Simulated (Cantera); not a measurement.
Charge: 1 mol SiH₂Cl₂, 1 mol N₂, 30 mol H₂, equilibrated at 0.160 bar.

Cantera equilibrium calculation (NASA polynomials, part measured and part estimated; ideal gas, pure solids and liquids). Candidate condensed phases: NH₄Cl, Si, Si₃N₄; 28 gas species. N₂ is the only nitrogen source here; it is nearly inert below about 1500 K, so the nitride shown seldom forms there in practice. The numbers say what is thermodynamically allowed, not how fast it happens. All values below are at 877 °C.

Base state: H₂ 0.928, HCl 0.0617, N₂ 0.0103, SiCl₄ 3.46e-5, SiHCl₃ 1.06e-5 (mole fractions); condensed: Si₃N₄(s).

Problem. What changes in the equilibrium state with this change: H₂ from 30 to 0.7 mol?

Solution. 
```csv
species,before,after
HCl,0.0617,0.405
H₂,0.928,0.370
N₂,0.0103,0.157
SiCl₄,3.46e-5,0.0660
SiCl₃,2.54e-6,0.000466
SiHCl₃,1.06e-5,0.00122
"Si₃N₄(s), mol",0.333,0.266
```
The tables' values for SiCl₃ are old estimates; treat these amounts as uncertain.
